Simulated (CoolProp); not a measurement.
Vapour pressure (bar) of R22: the reference equation beside estimates from Tc = 369.3 K, pc = 49.90 bar, ω = 0.221. Clausius-Clapeyron is anchored at 295 K with a constant enthalpy of vaporisation of 16.07 kJ/mol.

Model: reference Helmholtz-energy equation of state, Kamei 1995, in CoolProp.

```json
[
 {"T (K)": "285.1", "reference": "7.218", "Clausius-Clapeyron": "7.631", "van der Waals": "16.19"},
 {"T (K)": "287.1", "reference": "7.656", "Clausius-Clapeyron": "8.000", "van der Waals": "16.74"},
 {"T (K)": "289.1", "reference": "8.113", "Clausius-Clapeyron": "…", "van der Waals": "17.29"},
 {"T (K)": "291.1", "reference": "8.590", "Clausius-Clapeyron": "8.775", "van der Waals": "…"},
 {"T (K)": "293", "reference": "9.062", "Clausius-Clapeyron": "…", "van der Waals": "18.41"},
 {"T (K)": "295", "reference": "9.580", "Clausius-Clapeyron": "9.580", "van der Waals": "19.00"},
 {"T (K)": "297", "reference": "10.12", "Clausius-Clapeyron": "10.01", "van der Waals": "19.60"},
 {"T (K)": "298.9", "reference": "10.65", "Clausius-Clapeyron": "10.43", "van der Waals": "20.18"},
 {"T (K)": "300.9", "reference": "11.23", "Clausius-Clapeyron": "10.89", "van der Waals": "20.81"},
 {"T (K)": "302.9", "reference": "11.84", "Clausius-Clapeyron": "11.36", "van der Waals": "21.45"},
 {"T (K)": "304.9", "reference": "12.47", "Clausius-Clapeyron": "11.85", "van der Waals": "22.10"},
 {"T (K)": "306.8", "reference": "…", "Clausius-Clapeyron": "12.32", "van der Waals": "22.73"},
 {"T (K)": "308.8", "reference": "13.77", "Clausius-Clapeyron": "12.84", "van der Waals": "23.40"},
 {"T (K)": "310.8", "reference": "…", "Clausius-Clapeyron": "13.37", "van der Waals": "…"}
]
```

Some entries are withheld; supply them.


- 289.1, Clausius-Clapeyron: 8.381
- 291.1, van der Waals: 17.86
- 293, Clausius-Clapeyron: 9.161
- 306.8, reference: 13.09
- 310.8, reference: 14.48
- 310.8, van der Waals: 24.09

Absolute difference from the reference over all 14 rows, mean and median: Clausius-Clapeyron 3.7 and 3.7 %, van der Waals 93.0 and 91.6 %.
